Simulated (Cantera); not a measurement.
An adiabatic, constant-pressure homogeneous reactor starts with CO : H2 : O2 : N2 = 1 : 0.032 : 0.272 : 1.02 (molar parts), equivalence ratio 1.9, at 1650 K and 1.01 bar.

Detailed kinetics in Cantera: GRI-Mech 3.0 (53 species, 325 reactions).

Predict: time of steepest temperature rise; temperature at 0.300 s; equilibrium temperature; x(CO) at 0.300 s; x(H2) at 0.300 s; x(O2) at 0.300 s; x(OH) at 0.300 s; x(H2O) at 0.300 s; x(NO) at 0.300 s.


| Property | Result |
|---|---|
| time of steepest temperature rise | 38.6 µs |
| temperature at 0.300 s | 2869 K |
| equilibrium temperature | 2869 K |
| x(CO) at 0.300 s | 0.282 (gas-phase equilibrium 0.282) |
| x(H2) at 0.300 s | 0.00172 (gas-phase equilibrium 0.00172) |
| x(O2) at 0.300 s | 0.0178 (gas-phase equilibrium 0.0178) |
| x(OH) at 0.300 s | 0.00606 (gas-phase equilibrium 0.00606) |
| x(H2O) at 0.300 s | 0.00811 (gas-phase equilibrium 0.00811) |
| x(NO) at 0.300 s | 0.00916 (gas-phase equilibrium 0.00916) |
